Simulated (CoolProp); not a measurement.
Vapour-liquid equilibrium of R1234yf (1) + R227EA (2) at 0.713 MPa; x and y are mole fractions of (1).

Model: multi-fluid Helmholtz-energy mixture model, Lemmon 2022 and Lemmon 2016; pair parameters Bell 2016, in CoolProp.

```tsv
x	bubble temperature (°C)	y at the bubble point	dew temperature at overall composition x (°C)	liquid density (mol/L)
0.05	39.7	0.066	39.9	7.832
0.2	37.4	0.252	38.0	8.074
0.35	35.1	0.421	36.1	8.324
0.5	33.0	0.574	34.1	8.583
0.65	31.0	0.715	32.0	8.852
0.8	29.1	0.845	29.8	9.132
0.95	27.2	0.963	27.4	9.423
```

No azeotrope shows between x = 0.05 and 0.95.

Pair parameters are fitted to limited data, so mixtures are less certain than the pure fluids.
